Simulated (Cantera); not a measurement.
An adiabatic, constant-pressure homogeneous reactor starts with CO : H2 : O2 : N2 = 1 : 0.073 : 0.766 : 3.3 (molar parts), equivalence ratio 0.70, at 1575 K and 180 Torr.

Detailed kinetics in Cantera: GRI-Mech 3.0 (53 species, 325 reactions).

**Question.** Predict: time of steepest temperature rise; temperature at 4.00 s; equilibrium temperature; x(CO) at 4.00 s; x(H2) at 4.00 s; x(O2) at 4.00 s; x(NO2) at 4.00 s; x(HO2) at 4.00 s.

**Answer.** 
| Quantity | Result |
|---|---|
| time of steepest temperature rise | 0.141 ms |
| temperature at 4.00 s | 2566 K |
| equilibrium temperature | 2566 K |
| x(CO) at 4.00 s | 0.0613 (gas-phase equilibrium 0.0613) |
| x(H2) at 4.00 s | 0.000689 (gas-phase equilibrium 0.000689) |
| x(O2) at 4.00 s | 0.0658 (gas-phase equilibrium 0.0658) |
| x(NO2) at 4.00 s | 3.06e-6 (gas-phase equilibrium 3.06e-6) |
| x(HO2) at 4.00 s | 1.61e-6 (gas-phase equilibrium 1.61e-6) |
